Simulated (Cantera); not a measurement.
Ammonia decomposition in nitride growth gas

An isothermal, constant-pressure homogeneous reactor starts with 35.7 % NH3, 64.3 % N2, at 2200 K and 0.0267 bar.

Computed with Cantera and the gas-phase N/H chemistry of the illustrative SiF4/NH3 mechanism in the Surface Chemkin manual (1991). Walls and surfaces, which speed up NH3 decomposition in real reactors, are not modelled.

```
t (s)       x NH3     x NH2       x H   x N2      x H2
--------  -------  --------  --------  -----  --------
0.000200    0.357  0.000288   2.38e-6  0.643  0.000144
0.000537    0.356  0.000761   2.98e-6  0.643  0.000416
0.00144     0.354   0.00181   7.76e-6  0.642   0.00163
0.00386     0.348   0.00250   2.77e-5  0.641   0.00842
0.0104      0.329   0.00219   7.08e-5  0.639    0.0292
0.0278      0.284   0.00175  0.000164  0.635    0.0788
0.0746      0.197   0.00124  0.000364  0.626     0.176
0.200      0.0828  0.000648  0.000769  0.614     0.302
0.537      0.0115  0.000162   0.00174  0.606     0.381
1.44      3.12e-5   2.32e-6   0.00934  0.602     0.388
3.86      2.72e-7   4.52e-8    0.0204  0.599     0.381
10.4      7.96e-8   1.39e-8    0.0214  0.599     0.380
27.8      7.18e-8   1.25e-8    0.0214  0.599     0.380
74.6      7.18e-8   1.25e-8    0.0214  0.599     0.380
200       7.18e-8   1.25e-8    0.0214  0.599     0.380
```
x: mole fraction; the columns are a selection and need not sum to one.

Equilibrium at this temperature and pressure: NH3 7.18e-8, NH2 1.25e-8, H 0.0214, N2 0.599, H2 0.380 (gas phase only).
